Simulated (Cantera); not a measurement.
A Cantera script and its output.

```python
import numpy as np
import cantera as ct

gas = ct.Solution("gri30.yaml")
gas.TPX = 1575, 1300000, {'CH4': 1, 'C2H6': 0.21, 'O2': 8.29, 'N2': 31.2}
reactor = ct.IdealGasReactor(gas, energy="on", clone=False)
net = ct.ReactorNet([reactor])
net.rtol, net.atol = 1e-08, 1e-16
show = ['CH4', 'C2H6', 'O2', 'NO', 'C2H4', 'H2O', 'N2O']
times = np.geomspace(2e-06, 2, 11)

steps = ct.SolutionArray(gas, extra=["t"])
rows = []
print(f"{'t/s':>10s}{'T/K':>9s}{'P/Pa':>11s}" + "".join(f"{s:>11s}" for s in show))
for t in times:
    while net.time < t:
        t_next = net.step()
        steps.append(gas.state, t=t_next)
    rows.append([np.interp(t, steps.t, y) for y in (steps.T, steps.P, *steps(*show).X.T)])
    print(f"{t:10.3e}{rows[-1][0]:9.1f}{rows[-1][1]:11.4g}" + "".join(f"{x:11.3e}" for x in rows[-1][2:]))
rate = np.gradient(steps.T, steps.t)
print("integrator steps:", len(steps.t))
if steps.T.max() > steps.T[0] + 200:
    print(f"time of steepest temperature rise: {steps.t[rate.argmax()]:.4e} s")
gas.TPX = 1575, 1300000, {'CH4': 1, 'C2H6': 0.21, 'O2': 8.29, 'N2': 31.2}
gas.equilibrate("UV")
print(f"equilibrium (UV): T = {gas.T:.1f} K  " + "  ".join(f"{s} {gas[s].X[0]:.3e}" for s in show))
```

It prints:

```
       t/s      T/K       P/Pa        CH4       C2H6         O2         NO       C2H4        H2O        N2O
 2.000e-06   1574.4    1.3e+06  2.454e-02  5.081e-03  2.036e-01  3.648e-13  2.388e-05  3.037e-05  2.018e-10
 7.962e-06   1587.1  1.311e+06  2.289e-02  3.881e-03  2.014e-01  7.681e-11  1.156e-03  2.313e-03  1.157e-08
 3.170e-05   2449.0  2.031e+06  2.776e-15  5.696e-28  1.348e-01  7.668e-05  3.363e-24  6.199e-02  4.032e-06
 1.262e-04   2450.9  2.032e+06  3.243e-17  8.072e-32  1.346e-01  3.928e-04  2.468e-26  6.206e-02  3.794e-06
 5.024e-04   2447.8  2.029e+06  6.205e-20 -1.634e-36  1.340e-01  1.590e-03  3.034e-30  6.208e-02  3.769e-06
 2.000e-03   2437.6  2.021e+06  5.399e-20  6.878e-37  1.321e-01  5.487e-03  2.404e-30  6.217e-02  3.706e-06
 7.962e-03   2419.0  2.005e+06  4.150e-20  4.259e-37  1.286e-01  1.251e-02  1.517e-30  6.232e-02  3.649e-06
 3.170e-02   2412.4      2e+06  3.772e-20  3.581e-37  1.274e-01  1.499e-02  1.285e-30  6.237e-02  3.646e-06
 1.262e-01   2412.4      2e+06  3.769e-20  3.578e-37  1.274e-01  1.501e-02  1.283e-30  6.237e-02  3.646e-06
 5.024e-01   2412.4      2e+06  3.769e-20  3.578e-37  1.274e-01  1.501e-02  1.283e-30  6.237e-02  3.646e-06
 2.000e+00   2412.4      2e+06  3.769e-20  3.578e-37  1.274e-01  1.501e-02  1.283e-30  6.237e-02  3.646e-06
integrator steps: 1556
time of steepest temperature rise: 1.5540e-05 s
equilibrium (UV): T = 2412.4 K  CH4 5.622e-20  C2H6 6.218e-37  O2 1.274e-01  NO 1.501e-02  C2H4 1.708e-30  H2O 6.237e-02  N2O 3.646e-06
```

Model: GRI-Mech 3.0 (53 species, 325 reactions), integrated in Cantera. The pressure lies above the range GRI-Mech 3.0 was tuned for (to about 10 atm).
